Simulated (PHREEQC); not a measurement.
A solution holds 0.058 mol NiCl2 and 0.00012 mol NaCl per kg of water, at 20 °C. Closed to the air; pH follows from the charge balance.

Computed with PHREEQC (ion-association model, wateq4f.dat).

This is a speciation only: nothing precipitates in the calculation.

Question: Order these Ni species by the share of Ni that they hold, largest first: Ni+2, NiCl+, NiCl2.

Answer: Ni+2 (90 %), NiCl+ (7.9 %), NiCl2 (1.7 %)

Question: Order these Cl species by the share of Cl that they hold, largest first: NiCl+, NiCl2, Cl-.

Answer: Cl- (94 %), NiCl+ (3.9 %), NiCl2 (1.7 %)

The pH is 5.88 and the ionic strength 0.162 mol/kgw.
